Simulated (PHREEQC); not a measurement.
Solution (65 °C): 5.1 mmol/kgw BaCl2 and 3.3 mmol/kgw CO2. Closed to the air; pH follows from the charge balance.

The numbers come from PHREEQC with the ion-association model, phreeqc.dat.

This is a speciation only: nothing precipitates in the calculation.

### Question
What pH does the model give?

### Answer
pH 4.37.

### Question
In which forms is C present?

### Answer
CO2 99 %, HCO3- 1.3 % of the C.

Constants without temperature data keep their 25 °C values here.
